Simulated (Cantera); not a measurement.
A closed system holds: 1 mol B2O3, 0.9 mol O2, 0.27 mol H2, equilibrated at 1025 °C and 7.00 mbar.

These are equilibrium values from Cantera (NASA tables, ideal gas, pure condensed phases), not measurements of a reactor. Candidate condensed phases: B, B2O3, B3O3H3, H2O; 23 gas species. Gases not in the tables: H3BO3. Equilibrium is a limit: real reactors are often held back by kinetics, nucleation or transport.

Base state: O2 0.732, H2O 0.249, HBO2 0.0180, (HBO2)3 8.64e-5, OH 7.67e-5, B2O3 2.53e-5 (mole fractions); condensed: B2O3(l).

Q: What changes in the equilibrium state with this change: pressure from 7.00 mbar to 0.110 bar?

A: 
```csv
species,before,after
O2,0.732,0.738
H2O,0.249,0.257
HBO2,0.0180,0.00461
B2O3,2.53e-5,1.61e-6
(HBO2)3,8.64e-5,0.000359
"B2O3(l), mol",0.990,0.997
```

Q: What changes in the equilibrium state with this change: temperature from 1025 °C to 1200 °C?

A: 
| species | before | after |
|---|---|---|
| O2 | 0.732 | 0.700 |
| H2O | 0.249 | 0.197 |
| HBO2 | 0.0180 | 0.101 |
| B2O3 | 2.53e-5 | 0.00177 |
| BO2 | 6.96e-6 | 0.000256 |
| O | 1.75e-6 | 2.80e-5 |
| OH | 7.67e-5 | 0.000404 |
| B2O3(l), mol | 0.990 | 0.943 |

Q: What changes in the equilibrium state with this change: B2O3 replaced by BCl3?

A: 
| species | before | after |
|---|---|---|
| Cl2 | 0 | 0.552 |
| HCl | 0 | 0.265 |
| Cl | 0 | 0.108 |
| O2 | 0.732 | 0.0737 |
| H2O | 0.249 | 0.000190 |
| HBO2 | 0.0180 | 0.000496 |
| BOCl | 0 | 0.000150 |
| ClO | 0 | 8.12e-5 |
| (HBO2)3 | 8.64e-5 | 1.82e-9 |
| BCl3 | 0 | 2.34e-5 |
| B2O3(l), mol | 0.990 | 0.499 |
The tables' values for BOCl are old estimates; treat these amounts as uncertain.
